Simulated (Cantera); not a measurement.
A counterflow diffusion flame at 1.00 atm, nozzles 20 mm apart: fuel side CH3OH = 1 (molar parts) at 450 K, oxidiser side O2 : N2 = 0.2 : 0.8 (molar parts) at 698 K, fuel mass flux 1.1 times the oxidiser's; mixture-averaged transport, no radiation.

Model: GRI-Mech 3.0 (53 species, 325 reactions), integrated in Cantera. GRI-Mech 3.0 was tuned for natural gas; its chemistry of methanol as a main component is partial and can be far from experiment. GRI-Mech 3.0 has no aromatics or soot, which form on the fuel side of real flames. The maximum strain rate includes the flame's own expansion and is several times the mean.

x: mole fraction; the columns are a selection and need not sum to one.

```csv
oxidiser flux (kg/m²/s),max strain (1/s),mean strain (1/s),T max (K),peak x OH,peak x H,peak x NO,peak x CO,peak x C2H2
0.25,191,40.7,2176,0.0109,0.00710,0.000128,0.184,0.000120
0.35,259,57.0,2141,0.0111,0.00794,9.77e-5,0.182,0.000152
0.49,353,79.8,2100,0.0112,0.00877,7.49e-5,0.180,0.000190
0.69,484,112,2055,0.0111,0.00962,5.87e-5,0.177,0.000233
0.96,…,156,2013,0.0110,0.0105,…,0.174,…
1.3,877,212,1978,0.0109,0.0112,4.19e-5,0.172,0.000329
1.9,…,309,1930,0.0106,0.0121,…,0.169,…
2.6,1700,423,1890,0.0103,0.0127,2.97e-5,0.166,0.000419
3.6,2310,586,1847,0.00980,0.0132,2.47e-5,0.162,0.000433
5,3170,814,1806,0.00921,0.0135,2.00e-5,0.159,0.000416
```

### Question
Some entries are withheld; supply them.

### Answer

- 0.96, max strain (1/s): 659
- 0.96, peak x NO: 4.85e-5
- 0.96, peak x C2H2: 0.000281
- 1.9, max strain (1/s): 1260
- 1.9, peak x NO: 3.48e-5
- 1.9, peak x C2H2: 0.000384
